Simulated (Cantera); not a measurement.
**Diamond growth**

A diamond (100) surface in a fixed gas of H2 with x(CH4) = 0.0046, x(CH3) = 1.6e-05, at 1025 K, 0.00987 atm; coverages are run to steady state.

Model: the Harris–Goodwin 1993 mechanism for the reconstructed diamond (100) surface, integrated in Cantera.

```tsv
x(H)	growth (µm/h)	θ c6HH	θ c6H*	θ c6*H	θ c6**	θ c6HM
0.0001	0.00487	0.618	0.0185	0.354	0.00525	0.00320
0.0002	0.00958	0.596	0.0195	0.372	0.00737	0.00341
0.00041	0.0180	0.584	0.0200	0.382	0.00913	0.00333
0.00083	0.0306	0.578	0.0203	0.387	0.0103	0.00292
0.0017	0.0469	0.575	0.0204	0.390	0.0110	0.00224
0.0034	0.0629	0.574	0.0205	0.392	0.0113	0.00152
0.0069	0.0760	0.574	0.0206	0.393	0.0115	0.000910
0.014	0.0847	0.574	0.0206	0.393	0.0116	0.000502
0.028	0.0897	0.574	0.0206	0.393	0.0117	0.000266
```
θ: site fractions in the mechanism's names (c6HH fully hydrogenated, c6H* and c6*H radical sites, c6** diradical, c6HM methylated).
